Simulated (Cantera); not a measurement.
# Premixed flame

A freely propagating, adiabatic, planar premixed flame of H2 : O2 : N2 = 1 : 0.532 : 2 (molar parts), equivalence ratio 0.94, unburnt at 650 K and 400000 Pa; multicomponent transport, grid criteria slope 0.08 and curve 0.16, no radiation.

Computed with Cantera and the H2/O2 subset of GRI-Mech 3.0, which has no nitrogen chemistry. The hydrogen kinetics of GRI-Mech 3.0 are dated; newer H2 mechanisms differ, most at raised pressure. Burning velocities carry a grid error of a few per cent, more on coarse grids.

```
z (mm)   T (K)  u (m/s)    x H2    x O2   x H2O2     x OH     x HO2    x H2O
-------  -----  -------  ------  ------  -------  -------  --------  -------
-0.240     650     7.91   0.283   0.151    <1e-8    <1e-8     <1e-8    <1e-8
-0.160     650     7.91   0.283   0.151    <1e-8    <1e-8     <1e-8    <1e-8
-0.120     650     7.91   0.283   0.151    <1e-8    <1e-8   2.29e-8  5.83e-8
-0.0800    650     7.91   0.283   0.151    <1e-8    <1e-8   1.04e-6  1.95e-6
-0.0400    674     8.12   0.274   0.152  8.42e-6  3.99e-5  0.000403  0.00117
-0.0200    911     10.6   0.235   0.146  4.85e-5  0.00105  0.000611   0.0240
0         1373     15.5   0.145   0.109  1.72e-5  0.00433  0.000292    0.107
0.0200    1714     19.0  0.0702  0.0586  4.64e-6   0.0115  0.000134    0.196
0.0400    1893     20.9  0.0459  0.0379  2.78e-6   0.0163   7.34e-5    0.231
0.0800    2073     22.7  0.0371  0.0288  1.65e-6   0.0191   4.24e-5    0.250
0.160     2241     24.2  0.0314  0.0242  1.10e-6   0.0191   2.49e-5    0.266
0.320     2382     25.5  0.0245  0.0203  8.23e-7   0.0173   1.43e-5    0.281
0.640     2485     26.4  0.0177  0.0173  6.78e-7   0.0147   8.82e-6    0.294
```
x: mole fraction of selected species; z is measured from the peak of heat release.

| Property | Result |
|---|---|
| laminar burning velocity | 791 cm/s |
| thermal thickness | 0.0800 mm |
| peak x(H2O2) | 4.90e-5 |
| peak x(OH) | 0.0193 |
| peak x(HO2) | 0.000750 |
| grid points | 113 |
